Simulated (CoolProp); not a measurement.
50 sccm (0 °C, 1 atm) of nitrogen bubbles through liquid tetrahydrofuran at 276.5 K and leaves saturated at a total pressure of 0.127 MPa (ideal gas phase). Each further row changes one setting.

Model: reference Helmholtz-energy equation of state, Fiedler 2023, in CoolProp.

```
case                      vapour pressure (kPa)  mole fraction of vapour  delivery (mg/min)  delivery (sccm)  change of delivery for a bath 1 K warmer (%)
------------------------  ---------------------  -----------------------  -----------------  ---------------  --------------------------------------------
as stated                                  7.65                   0.0602                  …             3.21                                             …
bath temperature 281.5 K                   9.89                        …               13.6             4.22                                           5.6
total pressure 0.254 MPa                   7.65                   0.0301               5.00             1.55                                           5.5
```

Some entries are withheld; supply them.


- as stated, delivery (mg/min): 10.3
- as stated, change of delivery for a bath 1 K warmer (%): 5.7
- bath temperature 281.5 K, mole fraction of vapour: 0.0779
